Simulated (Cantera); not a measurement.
A closed system holds: 1 mol Si2H6, 0.18 mol N2O, 0.91 mol CO2, equilibrated at 525 K and 7500 Pa.

These are equilibrium values from Cantera (NASA tables, ideal gas, pure condensed phases), not measurements of a reactor. Candidate condensed phases: C, C6H6, C7H8, C8H18, H2O, Si, SiC, SiO2, Si2N2O, Si3N4; 151 gas species. The feed counts by its element totals alone. Rates play no part.

Base state: H2 0.936, CH4 0.0638 (mole fractions); condensed: SiC(s) + SiO2(α-quartz) + Si2N2O(s).

Problem. What changes in the equilibrium state with this change: Si2H6 replaced by SiH4?

Solution. 
```tsv
species	before	after
CH4	0.0638	0.717
N2	<1e-9	0.142
H2	0.936	0.141
NH3	<1e-9	0.000268
SiC(s), mol	0.730	0
SiO2(α-quartz), mol	0.910	1.00
Si2N2O(s), mol	0.180	0
```

Problem. What changes in the equilibrium state with this change: temperature from 525 K to 1948 K?

Solution. 
```csv
species,before,after
H2,0.936,0.576
SiO,<1e-9,0.298
CO,<1e-9,0.0878
N2,<1e-9,0.0346
CH4,0.0638,6.01e-7
H,<1e-9,0.00313
Si,<1e-9,0.000283
HCN,<1e-9,8.32e-5
SiH,<1e-9,4.52e-5
"SiC(s), mol",0.730,0.454
"SiO2(α-quartz), mol",0.910,0
"Si2N2O(s), mol",0.180,0
```
Gases not in the tables: Si2H6 and higher silanes.

Problem. What changes in the equilibrium state with this change: Si2H6 replaced by TEOS?

Solution. 
| species | before | after |
|---|---|---|
| H2O | <1e-9 | 0.448 |
| CH4 | 0.0638 | 0.409 |
| H2 | 0.936 | 0.0743 |
| CO2 | <1e-9 | 0.0442 |
| N2 | <1e-9 | 0.0241 |
| CO | <1e-9 | 8.42e-5 |
| NH3 | <1e-9 | 4.21e-5 |
| SiC(s), mol | 0.730 | 0 |
| SiO2(α-quartz), mol | 0.910 | 1.00 |
| Si2N2O(s), mol | 0.180 | 0 |
| C(graphite), mol | 0 | 5.53 |
